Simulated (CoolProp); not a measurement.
The fluid at 298.15 K and 1.54 MPa flows at 0.15 m/s in a round tube of 20 mm bore and 15 µm roughness, fully developed (64/Re and Nu = 3.66 if laminar; Colebrook and Gnielinski if turbulent). The same conditions are run with several fluids, on thermodynamics alone (safety and materials aside).

The numbers come from the reference Helmholtz-energy equation of state of each fluid (ammonia: Gao 2020; R152A: Outcalt 1996; R123: Younglove 1994) in CoolProp.

Rank ammonia, R152A, R123 by Reynolds number, highest first.

R152A (16500), ammonia (13700), R123 (10300)

```csv
fluid,Darcy friction factor,pressure drop (Pa/m),heat-transfer coefficient (W/(m² K)),mass flow (kg/h)
ammonia,0.0298,10.1,1300,102
R152A,0.0286,14.5,457,153
R123,0.0318,26.2,294,249
```

Transport values come from each fluid's own correlations; those of R152A are estimates that may be off by 10 % or more.
